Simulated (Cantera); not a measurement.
## NO annealing gas

An isothermal, constant-pressure homogeneous reactor starts with NO : N2 = 1 : 11 (molar parts), at 2048 K and 21.0 Torr.

Model: GRI-Mech 3.0 (53 species, 325 reactions), integrated in Cantera. Radical loss at walls, strong at low pressure, is not modelled.

```tsv
t (s)	x NO	x O2	x NO2	x N2O	x N2	x O
1.00e-6	0.0833	<1e-12	<1e-12	3.17e-10	0.917	3.17e-10
4.78e-6	0.0833	<1e-12	<1e-12	1.52e-9	0.917	1.52e-9
2.29e-5	0.0833	<1e-12	<1e-12	7.26e-9	0.917	7.27e-9
0.000109	0.0833	8.50e-12	9.61e-12	3.46e-8	0.917	3.49e-8
0.000524	0.0833	1.96e-10	2.04e-10	1.62e-7	0.917	1.70e-7
0.00250	0.0833	4.73e-9	3.51e-9	7.08e-7	0.917	8.79e-7
0.0120	0.0833	1.30e-7	3.73e-8	2.27e-6	0.917	5.29e-6
0.0573	0.0833	4.00e-6	2.56e-7	3.31e-6	0.917	3.24e-5
0.274	0.0830	0.000103	1.08e-6	3.18e-6	0.917	0.000146
1.31	0.0800	0.00148	2.24e-6	2.80e-6	0.918	0.000322
6.27	0.0600	0.0113	3.75e-6	1.45e-6	0.928	0.000650
30.0	0.00894	0.0366	9.94e-7	6.39e-8	0.953	0.00110
```
x: mole fraction; the columns are a selection and need not sum to one.

Equilibrium at this temperature and pressure: NO 0.00415, O2 0.0390, NO2 4.77e-7, N2O 4.29e-8, N2 0.956, O 0.00114 (gas phase only).
